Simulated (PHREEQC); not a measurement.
PHREEQC input (ion-association model, wateq4f.dat):

```
SOLUTION_MASTER_SPECIES
  An  An-  0  An  62.0  # stands for a non-complexing anion
SOLUTION_SPECIES
  An- = An-
    -log_k 0
    -gamma 3.0 0
PHASES
  Fix_H+
    H+ = H+
    -log_k 0
SOLUTION 1
  temp 25
  units mmol/kgw
  pH 7 charge
  Cl 0.076
  Mg 0.038
  F 0.15
  Na 100.15
  An 100
END
SELECTED_OUTPUT 1
  -reset false
  -pH true
  -pe true
  -ionic_strength true
  -water true
  -totals Cl F Mg Na
  -molalities Hfo_wOH Hfo_wOH2+ Hfo_wO- Hfo_sOH Hfo_sOH2+ Hfo_sO- Hfo_wOMg+ Hfo_wF Hfo_wOHF-
  -saturation_indices Brucite Halite
USER_PUNCH 1
  -headings sigma psi
  10 PUNCH EDL("sigma", "Hfo"), EDL("psi", "Hfo")
PRINT
  -reset false
USE solution 1
SURFACE 1
  Hfo_wOH 0.000110112 600 0.049
  Hfo_sOH 2.75281e-06
EQUILIBRIUM_PHASES 1
  Fix_H+ -3 HAn 10
    -force_equality true
  O2(g) -0.68 10
END
# ... the last block is repeated for the other 16 points of pH, with NaOH or the acid as the point needs
```

Selected output (columns that matter, 17 of 17 rows; pH added in front):

```
pH	mu	F	Mg	Na	m_Hfo_wOH	m_Hfo_wOH2+	m_Hfo_wO-	m_Hfo_sOH	m_Hfo_sOH2+	m_Hfo_sO-	si_Brucite	si_Halite	sigma	psi
3	0.10152	0.00012618	3.8e-05	0.10015	1.0415e-06	8.5247e-05	2.9152e-10	3.3227e-08	2.7196e-06	9.3002e-12	-15.656	-6.9249	0.28727	0.14061
3.38	0.10081	0.0001221	3.8e-05	0.10015	2.0662e-06	8.0141e-05	1.2203e-09	6.9188e-08	2.6836e-06	4.0864e-11	-14.896	-6.9244	0.26833	0.13732
3.75	0.10051	0.00012048	3.8e-05	0.10015	4.0997e-06	7.6483e-05	5.0344e-09	1.4004e-07	2.6126e-06	1.7197e-10	-14.155	-6.9242	0.25218	0.13424
4.12	0.10039	0.00012091	3.8e-05	0.10015	7.9398e-06	7.3063e-05	1.9766e-08	2.6976e-07	2.4824e-06	6.7157e-10	-13.415	-6.9241	0.23417	0.1305
4.5	0.10033	0.00012312	3.8e-05	0.10015	1.4537e-05	6.8628e-05	7.0538e-08	4.8077e-07	2.2697e-06	2.3329e-09	-12.655	-6.924	0.21072	0.12517
4.88	0.1003	0.00012669	3.8e-05	0.10015	2.402e-05	6.2567e-05	2.1126e-07	7.618e-07	1.9843e-06	6.6999e-09	-11.896	-6.924	0.18268	0.11797
5.25	0.10029	0.00013093	3.8e-05	0.10015	3.5375e-05	5.5148e-05	5.1984e-07	1.0696e-06	1.6675e-06	1.5718e-08	-11.155	-6.924	0.15358	0.10927
5.62	0.10028	0.00013538	3.8e-05	0.10015	4.7527e-05	4.6863e-05	1.1042e-06	1.3701e-06	1.3509e-06	3.183e-08	-10.416	-6.924	0.12524	0.099152
6	0.10028	0.00013965	3.7999e-05	0.10015	5.9267e-05	3.8399e-05	2.0956e-06	1.6354e-06	1.0596e-06	5.7825e-08	-9.6556	-6.924	0.098516	0.087462
6.38	0.10027	0.00014322	3.7996e-05	0.10015	6.8952e-05	3.0849e-05	3.5306e-06	1.8369e-06	8.2183e-07	9.4058e-08	-8.8957	-6.924	0.074816	0.074496
6.75	0.10027	0.00014585	3.7984e-05	0.10015	7.5794e-05	2.4856e-05	5.2946e-06	1.9694e-06	6.4585e-07	1.3757e-07	-8.1558	-6.924	0.054685	0.060588
7.12	0.10026	0.00014764	3.793e-05	0.10015	8.016e-05	2.0252e-05	7.2687e-06	2.0493e-06	5.1772e-07	1.8582e-07	-7.4165	-6.924	0.037267	0.045402
7.5	0.10026	0.00014876	3.7673e-05	0.10015	8.2527e-05	1.6633e-05	9.3805e-06	2.0931e-06	4.2185e-07	2.3791e-07	-6.6595	-6.924	0.021869	0.028728
7.88	0.10026	0.00014936	3.6528e-05	0.10015	8.2863e-05	1.342e-05	1.1722e-05	2.112e-06	3.4204e-07	2.9876e-07	-5.9129	-6.924	0.0086565	0.011868
8.25	0.10026	0.00014966	3.2763e-05	0.10016	7.9792e-05	9.6911e-06	1.505e-05	2.1013e-06	2.5521e-07	3.9634e-07	-5.2202	-6.9239	-0.0019003	-0.0026273
8.62	0.10025	0.00014981	2.5251e-05	0.10018	7.0919e-05	5.5724e-06	2.0677e-05	2.0092e-06	1.5787e-07	5.8578e-07	-4.5935	-6.9238	-0.0097428	-0.013327
9	0.10025	0.00014989	1.6121e-05	0.10021	5.6977e-05	2.6058e-06	2.854e-05	1.7799e-06	8.1401e-08	8.9154e-07	-4.0289	-6.9237	-0.016318	-0.021902
```

The oxide is taken as insoluble; below pH 4 it would dissolve.
